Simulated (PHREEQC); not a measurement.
Model water analysis in mmol/kgw, 25 °C, pH 3.07, pe 10.7:

```
constituent  mmol/kgw
-----------  --------
Na               4.74
K                1.01
Ca               3.04
Mg               10.9
Cl               12.4
S(6)             12.9
Mn(2)         0.00804
```

Valence states are taken as typed.

All values are PHREEQC results (ion-association model, phreeqc.dat), not measurements.

No solid was allowed to form.

Q: Order these Ca species by the share of Ca that they hold, largest first: CaSO4, Ca+2, CaHSO4+.

A: Ca+2 (75 %), CaSO4 (25 %), CaHSO4+ (0.17 %)

The pH is 3.07 and the ionic strength 0.0459 mol/kgw.
